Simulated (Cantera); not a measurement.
Charge: 1 mol SiH2Cl2, a varied amount of N2, held at 140 Pa.

Equilibrium computed with Cantera from the NASA thermochemical tables; the gas is ideal and each condensed phase is pure. Candidate condensed phases: NH4Cl, Si, Si3N4; 28 gas species. N2 is the only nitrogen source here; it is nearly inert below about 1500 K, so the nitride shown seldom forms there in practice. The tables' values for SiCl3 are old estimates. Rates play no part.

Stable condensed phases, one row left out:

```
T in K \ n(N2) in mol
         1.2 2.1 3.6 6.2  11  19  32  56  97
   2073    A   A   A   A   A   A   A   A   A
   1873    B   B   B   B   B   B   A   A   A
   1773    B   B   B   B   B   B   B   B   B
   1673    B   B   B   C   C   C   C   C   C
   1573    C   C   C   C   C   C   C   C   C
   1473    C   C   C   C   C   C   C   C   C
   1373    C   C   C   C   C   C   C   C   C
   1273    C   C   C   C   C   C   C   C   C
   1173    C   C   C   C   C   C   C   C   C
   1073    C   C   C   C   C   C   C   C   C
```

A: gas only; B: Si; C: Si3N4.

Task: Give the row for 1973 K.

Result: 1.2: Si; 2.1: Si; 3.6: Si; 6.2: Si; 11: gas only; 19: gas only; 32: gas only; 56: gas only; 97: gas only.
